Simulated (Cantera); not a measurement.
# Hydrocarbon pyrolysis for carbon deposition

An isothermal, constant-pressure homogeneous reactor starts with 17.5 % CH4, 82.5 % N2, at 1750 K and 1130 Torr.

Detailed kinetics in Cantera: GRI-Mech 3.0 (53 species, 325 reactions). GRI-Mech 3.0 stops at C3 and has no aromatics, soot or wall deposition, so with more carbon than oxygen in the feed, carbon stays in small species such as C2H2 where larger ones or solid carbon would form.

| t (s) | x CH4 | x CH2 | x HCN | x C2H2 | x C2H4 | x C2H | x H |
|---|---|---|---|---|---|---|---|
| 2.00e-6 | 0.175 | 2.38e-10 | <1e-12 | <1e-12 | 1.41e-9 | <1e-12 | 6.51e-7 |
| 1.55e-5 | 0.175 | 1.09e-8 | <1e-12 | 2.51e-9 | 1.16e-6 | <1e-12 | 7.04e-7 |
| 0.000120 | 0.173 | 2.25e-7 | 6.79e-11 | 9.83e-6 | 0.000304 | 1.07e-10 | 2.24e-6 |
| 0.000928 | 0.141 | 5.67e-7 | 1.20e-8 | 0.00669 | 0.00731 | 2.74e-8 | 2.10e-5 |
| 0.00719 | 0.0632 | 1.88e-7 | 1.34e-7 | 0.0463 | 0.00127 | 1.27e-7 | 5.55e-5 |
| 0.0557 | 0.0124 | 4.23e-8 | 4.82e-7 | 0.0686 | 0.000739 | 1.93e-7 | 8.29e-5 |
| 0.431 | 0.00356 | 1.30e-8 | 1.07e-6 | 0.0724 | 0.000787 | 2.08e-7 | 8.94e-5 |
| 3.34 | 0.00349 | 1.27e-8 | 4.54e-6 | 0.0724 | 0.000787 | 2.08e-7 | 8.94e-5 |
| 25.8 | 0.00349 | 1.27e-8 | 3.94e-5 | 0.0724 | 0.000787 | 2.08e-7 | 8.94e-5 |
| 200 | 0.00349 | 1.27e-8 | 0.000389 | 0.0722 | 0.000785 | 2.08e-7 | 8.94e-5 |
x: mole fraction; the columns are a selection and need not sum to one.

Equilibrium at this temperature and pressure: CH4 0.00231, CH2 8.34e-9, HCN 0.0851, C2H2 0.0308, C2H4 0.000338, C2H 8.81e-8, H 8.98e-5 (gas phase only).
